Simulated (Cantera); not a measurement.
Mixture: CO : H₂ : O₂ : N₂ : H₂O = 1 : 1.1 : 0.75 : 2.82 : 0.13 (molar parts), equivalence ratio 1.4, at 2330 Torr, adiabatic and at constant volume. Ignition delay is the time to a rise of 400 K.

Detailed kinetics in Cantera: GRI-Mech 3.0 (53 species, 325 reactions). The hydrogen kinetics of GRI-Mech 3.0 are dated; newer H2 mechanisms differ, most at raised pressure. Below about 950 K walls govern HO2 and H2O2 in real vessels.

Problem. Predict: delay at 900 K; delay at 1050 K; delay at 1200 K; delay at 1350 K; delay at 1500 K.

Solution. 
- delay at 900 K = 70.3 ms
- delay at 1050 K = 0.577 ms
- delay at 1200 K = 23.4 µs
- delay at 1350 K = 9.37 µs
- delay at 1500 K = 5.53 µs
